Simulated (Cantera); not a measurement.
A freely propagating, adiabatic, planar premixed flame of 4.88 % CH4, 1.85 % C2H6, 16.2 % O2, 60.9 % N2, 16.1 % CO2, equivalence ratio 1.0, unburnt at 575 K and 88000 Pa; multicomponent+Soret transport, grid criteria slope 0.08 and curve 0.16, no radiation.

Cantera simulation using GRI-Mech 3.0 (53 species, 325 reactions); the numbers are that mechanism's predictions, not measurements. Burning velocities carry a grid error of a few per cent, more on coarse grids.

Q: Predict: laminar burning velocity; thermal thickness; peak x(HCO); peak x(CH3).

A: 
| Item | Result |
|---|---|
| laminar burning velocity | 49.9 cm/s |
| thermal thickness | 0.681 mm |
| peak x(HCO) | 2.35e-5 |
| peak x(CH3) | 0.00126 |
